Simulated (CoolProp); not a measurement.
Saturation properties of octamethylcyclotetrasiloxane (D4) (Tc = 313.4 °C, pc = 1.347 MPa, ω = 0.598).

Model: reference Helmholtz-energy equation of state, Thol 2015, in CoolProp.

```csv
T (°C),p (MPa),liquid density (kg/m³),vapour density (kg/m³),enthalpy of vaporisation (kJ/kg)
33.65,0.0002500,940.8,0.02909,182.3
43.65,0.0004853,929.4,0.05471,178.7
53.65,0.0008935,917.8,0.09773,175.0
63.65,0.001569,906.2,0.1667,171.5
73.75,0.002654,894.4,0.2742,167.9
83.75,0.004296,882.6,0.4324,164.4
93.75,0.006717,870.7,0.6597,160.8
103.75,0.01018,858.6,0.9771,157.3
113.75,0.01500,846.4,1.409,153.8
123.75,0.02153,834.0,1.984,150.3
133.75,0.03020,821.3,2.734,146.7
143.85,0.04160,808.4,3.707,143.0
```

It boils at 175.7 °C under 1 atm.
